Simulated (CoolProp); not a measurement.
Vapour-liquid equilibrium of o-xylene (1) + n-undecane (2) at 0.0139 bar; x and y are mole fractions of (1).

Model: multi-fluid Helmholtz-energy mixture model, Zhou 2012 and Aleksandrov 2011; pair parameters Bell 2016, in CoolProp.

Question: Give the bubble temperature and the first vapour's composition at x = 0.15, 0.25, 0.55. Is there an azeotrope?

Answer: x = 0.15: 61.2 °C, y = 0.612; x = 0.25: 54.6 °C, y = 0.768; x = 0.55: 42.4 °C, y = 0.936. No azeotrope shows between x = 0.05 and 0.95.

The pair parameters rest on a limited set of measurements; away from them the model extrapolates. The gap from Raoult's law changes sign with composition, which may be real or a fault of the pair parameters; it wasn't checked against measurements.
